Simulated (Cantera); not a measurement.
Standard-state values (1 bar) from the NASA 1993 polynomials, evaluated with Cantera. Values are per mole of reaction as written; species without (g) are pure solids or liquids, kept so even where they would boil at 1 bar. TiC: taken at fixed stoichiometry.

Task: Between 300 and 1048 K, where is each reaction favourable under standard conditions?
- C + TiO₂ → CO(g) + TiO(g)
- 2 CO(g) + 11 Ti₂O₃ → 5 Ti₄O₇ + 2 TiC
- 11 TiO₂ + TiC → CO₂(g) + 4 Ti₃O₅

Result: 
- C + TiO₂ → CO(g) + TiO(g): ΔG° is 776 kJ at 300 K and 504 kJ at 1048 K; it stays positive (K < 1). ΔH° is 874 kJ and ΔS° 353 J/K at 1048 K.
- 2 CO(g) + 11 Ti₂O₃ → 5 Ti₄O₇ + 2 TiC: ΔG° is -379 kJ at 300 K and -163 kJ at 1048 K; it stays negative (K > 1). ΔH° is -527 kJ and ΔS° -348 J/K at 1048 K.
- 11 TiO₂ + TiC → CO₂(g) + 4 Ti₃O₅: ΔG° is 300 kJ at 300 K and 107 kJ at 1048 K; it stays positive (K < 1). ΔH° is 403 kJ and ΔS° 282 J/K at 1048 K.
